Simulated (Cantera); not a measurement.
Mixture: 18.7 % CO, 0.637 % H2, 9.75 % CH4, 13.9 % O2, 52.3 % N2, 4.69 % H2O, equivalence ratio 2.1, at 3.60 bar, adiabatic and at constant volume. Ignition delay is the time to a rise of 400 K.

Computed with Cantera and GRI-Mech 3.0 (53 species, 325 reactions). Below about 1000 K GRI-Mech 3.0 lacks low-temperature oxidation paths. Below about 950 K walls govern HO2 and H2O2 in real vessels.

Task: Predict: delay at 948 K; delay at 1048 K; delay at 1148 K; delay at 1248 K; delay at 1348 K; delay at 1448 K; apparent activation energy between 1248 and 1448 K.

Result: 
- delay at 948 K: 0.638 s
- delay at 1048 K: 0.143 s
- delay at 1148 K: 36.4 ms
- delay at 1248 K: 10.1 ms
- delay at 1348 K: 2.98 ms
- delay at 1448 K: 0.953 ms
- apparent activation energy between 1248 and 1448 K: 180 kJ/mol
